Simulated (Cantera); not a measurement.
An adiabatic, constant-volume homogeneous reactor starts with 32.4 % CO, 6.81 % H2, 1.95 % CH4, 12.4 % O2, 46.4 % N2, equivalence ratio 1.9, at 1000 K and 0.490 bar.

Detailed kinetics in Cantera: GRI-Mech 3.0 (53 species, 325 reactions).

Task: Predict: time of steepest temperature rise; temperature at 4.00 s; equilibrium temperature; x(CO) at 4.00 s; x(H2) at 4.00 s; x(H2O2) at 4.00 s.

Result: 
```
Property                                                            Result
---------------------------------  ---------------------------------------
time of steepest temperature rise                                  1.63 ms
temperature at 4.00 s                                               2761 K
equilibrium temperature                                             2761 K
x(CO) at 4.00 s                        0.234 (gas-phase equilibrium 0.234)
x(H2) at 4.00 s                      0.0211 (gas-phase equilibrium 0.0211)
x(H2O2) at 4.00 s                  7.37e-8 (gas-phase equilibrium 7.37e-8)
```
